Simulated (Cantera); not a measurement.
Feed: 1 mol borazine, 0.32 mol NH₃, 0.16 mol N₂, held at 11.0 Pa.

Equilibrium computed with Cantera from the NASA thermochemical tables; the gas is ideal and each condensed phase is pure. Candidate condensed phases: B, BN; 15 gas species. The feed counts by its element totals alone. The tables' values for BH₂ are old estimates; treat these amounts as uncertain. Equilibrium is a limit: real reactors are often held back by kinetics, nucleation or transport.

log p: log10 of the partial pressure in bar; n: condensed amount in mol.

```csv
T (°C),log p H₂,log p H,log p N₂,log p B,log p BH₂,n BN(s),n B(s)
852,-4.00,-9.35,-5.03,<-15,-15.78,3.00,0
952,-4.00,-8.50,-5.03,<-15,-14.09,3.00,0
1052,-4.00,___,-5.03,<-15,-12.66,3.00,0
1152,-4.00,-7.16,-5.03,-14.81,-11.43,3.00,0
1252,-4.00,-6.62,-5.03,-12.87,-10.36,3.00,0
1352,-4.00,-6.15,-5.03,-11.17,-9.43,3.00,0
1452,-4.00,-5.73,-5.04,-9.67,-8.61,3.00,0
1552,-4.02,-5.36,-5.04,-8.33,-7.89,3.00,0
1652,-4.18,-5.11,-4.44,-7.44,-7.71,0,3.00
1752,-4.22,-4.83,-4.45,-6.70,-7.49,0,2.99
1852,___,___,-4.48,___,-7.34,0,2.94
1952,-4.43,-4.40,-4.53,-5.42,-7.26,0,2.76
```

Task: Complete the blanks.

Result: 
- 1852, log p H₂: -4.30
- 1852, log p H: -4.59
- 1852, log p B: -6.03
- 1052, log p H: -7.78
